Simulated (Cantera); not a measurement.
An isothermal plug-flow reactor at 675 K and 0.770 bar (inlet), inlet velocity 0.1 m/s, active area per volume 260 1/m; feed 0.695 % CO, 14.9 % O2, 78.5 % N2, 5.96 % H2O, equivalence ratio 0.023.

Cantera simulation using Deutschmann's 1995 Pt surface mechanism with GRI-Mech 3.0 gas chemistry; the numbers are that mechanism's predictions, not measurements. Catalytic surfaces can have several steady states; this one follows from the mechanism file's or the stated starting coverage. Mass transfer to the wall is taken as infinitely fast.

x: gas mole fraction; θ: surface coverage.

| z (m) | x CO | x O2 | x H2O | x CO2 | θ free Pt | θ O* | θ OH* | θ CO* |
|---|---|---|---|---|---|---|---|---|
| 0.00011 | 0.00690 | 0.149 | 0.0596 | 4.71e-5 | 0.00885 | 0.985 | 0.00466 | 0.00111 |
| 0.00018 | 0.00688 | 0.149 | 0.0596 | 7.63e-5 | 0.00879 | 0.985 | 0.00465 | 0.00109 |
| 0.0003 | 0.00683 | 0.149 | 0.0596 | 0.000125 | 0.00869 | 0.986 | 0.00462 | 0.00106 |
| 0.00051 | 0.00674 | 0.149 | 0.0596 | 0.000208 | 0.00854 | 0.986 | 0.00458 | 0.00101 |
| 0.00084 | 0.00662 | 0.149 | 0.0596 | 0.000330 | 0.00833 | 0.986 | 0.00453 | 0.000944 |
| 0.0014 | 0.00643 | 0.149 | 0.0596 | 0.000521 | 0.00803 | 0.987 | 0.00444 | … |
| 0.0023 | 0.00616 | 0.149 | 0.0596 | 0.000792 | 0.00765 | 0.987 | 0.00434 | … |
| 0.0039 | 0.00576 | 0.148 | 0.0596 | 0.00120 | 0.00717 | 0.988 | 0.00421 | … |
| 0.0065 | 0.00523 | 0.148 | 0.0596 | 0.00173 | 0.00667 | 0.989 | 0.00406 | … |
| 0.011 | 0.00453 | 0.148 | 0.0597 | 0.00243 | 0.00615 | 0.990 | 0.00390 | … |

### Question
Some entries are withheld; supply them.

### Answer

- 0.0014, θ CO*: 0.000851
- 0.0023, θ CO*: 0.000740
- 0.0039, θ CO*: 0.000608
- 0.0065, θ CO*: 0.000477
- 0.011, θ CO*: 0.000351
